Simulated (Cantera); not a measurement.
**Catalytic stagnation flow on Pt**

A jet of 3.09 % CH4, 15.5 % O2, 81.4 % N2, equivalence ratio 0.40 at 300 K and 0.200 bar hits a platinum plate 2.2 cm away at a mass flux of 0.058 kg/m²/s; the plate temperature is set and raised in steps from an oxygen-covered start.

Computed with Cantera and Deutschmann's 1995 Pt surface mechanism with GRI-Mech 3.0 gas chemistry. Catalytic surfaces can have several steady states; this one follows from the mechanism file's or the stated starting coverage.

```tsv
plate T (K)	wall x CH4	wall x O2	wall x H2O	wall x OH	wall x CO	wall x CO2	θ free Pt	θ O*	θ OH*
950	0.0167	0.124	0.0264	6.75e-8	7.68e-6	0.0174	0.215	0.784	0.00162
1000	0.0123	0.115	0.0345	1.92e-7	7.62e-6	0.0228	0.280	0.718	0.00168
1050	0.00914	0.108	0.0403	4.70e-7	7.47e-6	0.0267	0.346	0.652	0.00163
1100	0.00695	0.104	0.0442	1.04e-6	7.41e-6	0.0293	0.412	0.587	0.00152
1150	0.00545	0.101	0.0468	2.11e-6	7.52e-6	0.0311	0.475	0.523	0.00138
1200	0.00441	0.0986	0.0486	3.97e-6	7.83e-6	0.0322	0.536	0.463	0.00123
```
x: mole fraction at the wall; θ: surface coverage.
